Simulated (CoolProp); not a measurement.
Dimethyl carbonate at several states: density (kg/m³) from the reference equation and from simpler models built on Tc = 557.0 K, pc = 49.09 bar, ω = 0.346; each cubic takes its own stable root.

Values from CoolProp's reference Helmholtz-energy equation of state, Zhou 2011.

```
T (K)  p (bar)   phase   reference  Redlich-Kwong  Soave-Redlich-Kwong
-----  -------  ------  ----------  -------------  -------------------
394.6       37  liquid  (withheld)          795.6                837.0
434.9      276  liquid       922.3          818.6                841.4
582.2    0.486     gas      0.9071         0.9071               0.9070
310.2     21.7  liquid  (withheld)          898.6                931.7
549.3     81.4  liquid       647.8     (withheld)                542.4
447.1     23.2  liquid  (withheld)          700.9                747.0
```

Problem. Complete the blanks.

Solution. 
- 394.6, reference: 934.5
- 310.2, reference: 1049
- 549.3, Redlich-Kwong: 536.6
- 447.1, reference: 847.2
